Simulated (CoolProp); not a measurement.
The numbers come from the reference Helmholtz-energy equation of state, Lemmon 2006 in CoolProp. It is a short technical equation, of lower accuracy than the large ones.

### Question
For nitrous oxide, give the phase and the Z, cv (kJ/(kg K)), expansivity (1/kK) at 288.9 K and 2200 kPa; 296.6 K and 2200 kPa; 312.1 K and 2200 kPa.

### Answer
- 288.9 K and 2200 kPa: gas; Z 0.854, cv 0.748, expansivity 5.71
- 296.6 K and 2200 kPa: gas; Z 0.868, cv 0.744, expansivity 5.28
- 312.1 K and 2200 kPa: gas; Z 0.890, cv 0.744, expansivity 4.63
